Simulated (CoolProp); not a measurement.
Acetone along the isotherm 276.85 °C: density (kg/m³) from the reference equation and from simpler models built on Tc = 235.0 °C, pc = 4692 kPa, ω = 0.307; each cubic takes its own stable root.

Model: reference Helmholtz-energy equation of state, Lemmon 2006, in CoolProp. It is a short technical equation, of lower accuracy than the large ones.

```tsv
p (kPa)	phase	reference	ideal gas	Redlich-Kwong	Soave-Redlich-Kwong
5210	supercritical	108.3	66.17	107.3	101.5
10400	supercritical	397.0	…	310.2	289.7
15600	supercritical	470.1	198.1	370.5	357.0
20900	supercritical	508.1	265.4	406.1	395.6
26100	supercritical	…	331.5	431.1	422.4
31300	supercritical	554.0	397.5	450.7	…
36500	supercritical	570.5	463.6	466.9	…
41700	supercritical	584.7	529.6	…	474.5
46900	supercritical	597.1	595.7	492.5	487.0
```

Task: Some entries are withheld; supply them.

Result: 
- 10400, ideal gas: 132.1
- 26100, reference: 533.9
- 31300, Soave-Redlich-Kwong: 443.1
- 36500, Soave-Redlich-Kwong: 460.1
- 41700, Redlich-Kwong: 480.6
